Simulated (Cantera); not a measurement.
Charge: 1 mol MgO, 2 mol Cl₂, 6.1 mol N₂, at 49.5 Torr.

These are equilibrium values from Cantera (NASA tables, ideal gas, pure condensed phases), not measurements of a reactor. Candidate condensed phases: Mg, MgCl₂, MgO; 18 gas species. The numbers say what is thermodynamically allowed, not how fast it happens.

At 1298 K, list the 5 most abundant gas species with their mole fractions, and the condensed phases.

N₂ 0.724, Cl₂ 0.170, MgCl₂ 0.0578, O₂ 0.0288, Cl 0.0195. Condensed: MgO(s).
